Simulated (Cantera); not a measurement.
# FeS₂ + SO₃ + N₂ (roasting and sulfation)

Input: 1 mol FeS₂, 0.28 mol SO₃, 1.6 mol N₂, equilibrated at 823 K.

Method: chemical equilibrium by Gibbs-energy minimisation in Cantera with the NASA 1993 tables (ideal gas, pure condensed phases). Candidate condensed phases: Fe, FeO, FeS, FeSO₄, FeS₂, Fe₂O₃, Fe₂(SO₄)₃, Fe₃O₄, S; 19 gas species. FeS: taken at fixed stoichiometry. Gases not in the tables: S₃ to S₇. Rates play no part.

From 1000 Pa to 6700 Pa the condensed part is FeS(s) + FeS₂(s). From 17000 Pa to 2000000 Pa the condensed part is FeS₂(s) + Fe₃O₄(s).

```
P (Pa)    x N₂  x SO₂      x S₂     x S₂O     x SO     x SO₃      x S₈  n FeS(s)  n FeS₂(s)  n Fe₃O₄(s)
-------  -----  -----  --------  --------  -------  --------  --------  --------  ---------  ----------
1000     0.766  0.201    0.0325  0.000700  1.71e-6  4.12e-10  4.53e-11     0.278      0.722           0
2600     0.782  0.205    0.0125  0.000439  1.07e-6  6.86e-10  1.74e-11     0.193      0.807           0
6700     0.788  0.207   0.00486  0.000274  6.69e-7   1.11e-9  6.76e-12     0.161      0.839           0
17000    0.805  0.192   0.00276  0.000218  4.43e-7   1.45e-9  1.15e-11         0      0.943      0.0190
45000    0.805  0.193   0.00170  0.000194  3.08e-7   2.10e-9  3.07e-11         0      0.945      0.0184
120000   0.806  0.193   0.00104  0.000172  2.14e-7   3.04e-9  8.21e-11         0      0.946      0.0181
300000   0.806  0.193  0.000659  0.000154  1.52e-7   4.30e-9  2.06e-10         0      0.946      0.0179
770000   0.806  0.194  0.000412  0.000137  1.07e-7   6.13e-9  5.29e-10         0      0.947      0.0178
2000000  0.806  0.194  0.000255  0.000121  7.46e-8   8.77e-9   1.38e-9         0      0.947      0.0177
```
x: gas mole fraction; n: condensed amount in mol.
